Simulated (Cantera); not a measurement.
## Thermodynamics of carbothermic reduction, feed SiO2 + CH4 + CO

Input: 1 mol SiO2, 0.48 mol CH4, 0.038 mol CO, at 1 atm.

Equilibrium computed with Cantera from the NASA thermochemical tables; the gas is ideal and each condensed phase is pure. Candidate condensed phases: C, C6H6, C7H8, C8H18, H2O, Si, SiC, SiO2; 123 gas species. Mutual solubility and eutectic melting of coexisting phases are not modelled. The tables hold silica as quartz up to 1696 K and as liquid above; real silica turns to tridymite and cristobalite and melts near 1996 K. Gases not in the tables: Si2H6 and higher silanes. Kinetics and transport are ignored.

| T (K) | log p H2 | log p CO | log p SiO | log p H | log p H2O | log p CH4 | n C(graphite) | n SiC(s) | n SiO2(β-quartz) | n SiO2(condensed) | n SiO2(l) |
|---|---|---|---|---|---|---|---|---|---|---|---|
| 1600 | -0.04 | -1.00 | -3.53 | -4.28 | -4.10 | -2.87 | 0.377 | 0.0337 | 0.966 | 0 | 0 |
| 1650 | -0.09 | -0.70 | -3.16 | -4.09 | -3.98 | -3.06 | 0.186 | 0.0973 | 0.902 | 0 | 0 |
| 1700 | -0.13 | -0.56 | -2.77 | -3.90 | -3.92 | -3.32 | 0 | 0.159 | 0 | 0.839 | 0 |
| 1750 | -0.13 | -0.56 | -2.36 | -3.70 | -3.87 | -3.57 | 0 | 0.158 | 0 | 0.836 | 0 |
| 1800 | -0.14 | -0.56 | -1.97 | -3.52 | -3.82 | -3.81 | 0 | 0.155 | 0 | 0.831 | 0 |
| 1850 | -0.15 | -0.56 | -1.61 | -3.34 | -3.78 | -4.05 | 0 | 0.149 | 0 | 0.818 | 0 |
| 1900 | -0.16 | -0.56 | -1.26 | -3.18 | -3.76 | -4.30 | 0 | 0.135 | 0 | 0.789 | 0 |
| 1950 | -0.20 | -0.57 | -0.94 | -3.04 | -3.76 | -4.58 | 0 | 0.101 | 0 | 0.722 | 0 |
| 2000 | -0.29 | -0.57 | -0.63 | -2.94 | -3.81 | -4.95 | 0 | 0.0117 | 0 | 0 | 0.543 |
| 2050 | -0.31 | -0.57 | -0.60 | -2.80 | -3.51 | -5.42 | 0 | 0 | 0 | 0 | 0.519 |
| 2100 | -0.31 | -0.57 | -0.60 | -2.66 | -3.20 | -5.87 | 0 | 0 | 0 | 0 | 0.519 |
| 2150 | -0.31 | -0.57 | -0.60 | -2.53 | -2.90 | -6.30 | 0 | 0 | 0 | 0 | 0.517 |
| 2200 | -0.31 | -0.57 | -0.60 | -2.40 | -2.62 | -6.70 | 0 | 0 | 0 | 0 | 0.515 |
log p: log10 of the partial pressure in bar; n: condensed amount in mol.

From 1600 K to 1650 K the condensed part is C(graphite) + SiC(s) + SiO2(β-quartz). From 1700 K to 1950 K the condensed part is SiC(s) + SiO2(condensed). At 2000 K the condensed part is SiC(s) + SiO2(l). From 2050 K to 2200 K the condensed part is SiO2(l). The main Si-bearing gas is SiO throughout. The share of Si in condensed phases is highest at 1600 K (100.0 %) and lowest at 2200 K (51.5 %).
